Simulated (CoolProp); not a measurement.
Properties of water along the isotherm 547.5 K.

The numbers come from the reference Helmholtz-energy equation of state, Wagner 2002 in CoolProp.

```json
[
 {"p (kPa)": "5010", "phase": "gas", "density (kg/m³)": "24.26", "cv (kJ/(kg K))": "2.343", "Joule-Thomson coefficient (K/MPa)": "13.66", "isothermal compressibility (1/MPa)": "0.2585", "conductivity (mW/(m K))": "54.3", "fugacity coefficient": "0.8516"},
 {"p (kPa)": "10000", "phase": "liquid", "density (kg/m³)": "766.3", "cv (kJ/(kg K))": "3.092", "Joule-Thomson coefficient (K/MPa)": "0.06696", "isothermal compressibility (1/MPa)": "0.001890", "conductivity (mW/(m K))": "594", "fugacity coefficient": "0.4956"},
 {"p (kPa)": "15000", "phase": "liquid", "density (kg/m³)": "773.3", "cv (kJ/(kg K))": "3.087", "Joule-Thomson coefficient (K/MPa)": "0.04858", "isothermal compressibility (1/MPa)": "0.001738", "conductivity (mW/(m K))": "600", "fugacity coefficient": "0.3390"},
 {"p (kPa)": "20100", "phase": "liquid", "density (kg/m³)": "779.9", "cv (kJ/(kg K))": "3.083", "Joule-Thomson coefficient (K/MPa)": "0.03244", "isothermal compressibility (1/MPa)": "0.001610", "conductivity (mW/(m K))": "(withheld)", "fugacity coefficient": "0.2596"},
 {"p (kPa)": "25100", "phase": "liquid", "density (kg/m³)": "786.0", "cv (kJ/(kg K))": "3.079", "Joule-Thomson coefficient (K/MPa)": "0.01862", "isothermal compressibility (1/MPa)": "0.001504", "conductivity (mW/(m K))": "612", "fugacity coefficient": "0.2132"},
 {"p (kPa)": "30100", "phase": "liquid", "density (kg/m³)": "791.7", "cv (kJ/(kg K))": "3.076", "Joule-Thomson coefficient (K/MPa)": "0.006403", "isothermal compressibility (1/MPa)": "0.001413", "conductivity (mW/(m K))": "618", "fugacity coefficient": "0.1823"},
 {"p (kPa)": "35100", "phase": "liquid", "density (kg/m³)": "797.2", "cv (kJ/(kg K))": "(withheld)", "Joule-Thomson coefficient (K/MPa)": "-0.004500", "isothermal compressibility (1/MPa)": "0.001334", "conductivity (mW/(m K))": "623", "fugacity coefficient": "0.1603"},
 {"p (kPa)": "40100", "phase": "liquid", "density (kg/m³)": "802.4", "cv (kJ/(kg K))": "3.071", "Joule-Thomson coefficient (K/MPa)": "-0.01431", "isothermal compressibility (1/MPa)": "0.001264", "conductivity (mW/(m K))": "629", "fugacity coefficient": "0.1438"},
 {"p (kPa)": "45100", "phase": "liquid", "density (kg/m³)": "807.3", "cv (kJ/(kg K))": "3.068", "Joule-Thomson coefficient (K/MPa)": "-0.02319", "isothermal compressibility (1/MPa)": "0.001202", "conductivity (mW/(m K))": "634", "fugacity coefficient": "(withheld)"},
 {"p (kPa)": "50100", "phase": "liquid", "density (kg/m³)": "812.1", "cv (kJ/(kg K))": "3.066", "Joule-Thomson coefficient (K/MPa)": "-0.03129", "isothermal compressibility (1/MPa)": "0.001146", "conductivity (mW/(m K))": "639", "fugacity coefficient": "0.1209"},
 {"p (kPa)": "55200", "phase": "liquid", "density (kg/m³)": "816.7", "cv (kJ/(kg K))": "3.064", "Joule-Thomson coefficient (K/MPa)": "-0.03884", "isothermal compressibility (1/MPa)": "0.001096", "conductivity (mW/(m K))": "644", "fugacity coefficient": "0.1125"}
]
```

**Question.** Fill in the missing entries.

**Answer.** 
- 20100, conductivity (mW/(m K)): 606
- 35100, cv (kJ/(kg K)): 3.073
- 45100, fugacity coefficient: 0.1311

Thermal conductivity comes from a separate model (Huber 2012).
